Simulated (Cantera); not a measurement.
Input: 1 mol C, 0.93 mol H2, at 1698 K and 0.100 bar.

These are equilibrium values from Cantera (NASA tables, ideal gas, pure condensed phases), not measurements of a reactor. Candidate condensed phases: C, C6H6, C7H8, C8H18; 76 gas species. The numbers say what is thermodynamically allowed, not how fast it happens.

### Question
What is the equilibrium state?

### Answer
```
Item                      Value
-------------------  ----------
x(H2)                     0.999
x(H)                   0.000457
x(CH4)                 0.000110
x(C2H2 (acetylene))     7.20e-5
x(CH3)                  1.03e-6
n(C(graphite))        1.000 mol
gas amount           0.9301 mol
```
